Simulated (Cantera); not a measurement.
## Transport properties of process gases

Gas mixture: 31.9 % CO2, 38.9 % CH4, 17.0 % C2H6, 12.2 % CO, at 0.00280 bar, frozen composition.

Cantera's kinetic-theory transport with the Lennard-Jones parameters of GRI-Mech 3.0, ideal gas; thermal conductivity in the multicomponent form. The composition is frozen, though it would react at the higher temperatures.

```tsv
T (K)	ρ (kg/m³)	cp (J/kg/K)	μ (µPa s)	λ (mW/m/K)	Pr	D (cm²/s) O	D (cm²/s) H2	D (cm²/s) CH4
400	0.00243	1513	17.0	36.3	0.710	170	406	108
550	0.00176	1802	22.1	55.7	0.714	296	697	191
700	0.00139	2060	26.5	76.4	0.714	447	1050	291
850	0.00114	2272	30.5	97.2	0.713	620	1450	406
1000	0.000970	2460	34.2	118	0.712	814	1900	535
1150	0.000844	2612	37.6	138	0.710	1030	2390	678
1300	0.000746	2739	40.9	158	0.709	1260	2930	833
1450	0.000669	2846	44.0	177	0.708	1510	3510	1000
```
D: mixture-averaged diffusion coefficient of that species in the mixture.
